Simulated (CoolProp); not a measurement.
Model: reference Helmholtz-energy equation of state, Gao 2016, in CoolProp.

Give the vapour pressure (MPa), enthalpy of vaporisation (kJ/kg), liquid cp (kJ/(kg K)), vapour Z of saturated sulfur dioxide at 302, 307.4 K.


```json
[
 {"T (K)": "302", "p (MPa)": "0.445", "enthalpy of vaporisation (kJ/kg)": "352", "liquid cp (kJ/(kg K))": "1.40", "vapour Z": "0.925"},
 {"T (K)": "307.4", "p (MPa)": "0.529", "enthalpy of vaporisation (kJ/kg)": "347", "liquid cp (kJ/(kg K))": "1.41", "vapour Z": "0.916"}
]
```
